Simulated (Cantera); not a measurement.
Feed: 1 mol Si, 2.1 mol HCl, 2.1 mol H2, 2.7 mol Cl2, equilibrated at 1198.15 K and 13300 Pa.

Method: chemical equilibrium by Gibbs-energy minimisation in Cantera with the NASA 1993 tables (ideal gas, pure condensed phases). The tables' values for SiCl3 are old estimates; treat these amounts as uncertain. Rates play no part.

```json
[
 {"species": "HCl", "before": "0.596", "after": "0.755"},
 {"species": "SiCl4", "before": "0.166", "after": "0.215"},
 {"species": "H2", "before": "0.234", "after": "0.0297"},
 {"species": "SiCl2", "before": "0.000111", "after": "1.13e-5"},
 {"species": "SiHCl3", "before": "0.00176", "after": "0.000227"},
 {"species": "SiCl3", "before": "0.00144", "after": "0.000523"}
]
```
Gas species are given as mole fractions.

Question: What was changed between the two runs?
A) H2 from 2.1 to 0.31 mol
B) H2 from 2.1 to 0.84 mol
C) Cl2 from 2.7 to 1 mol
D) HCl from 2.1 to 3.1 mol

Answer: B, H2 from 2.1 to 0.84 mol
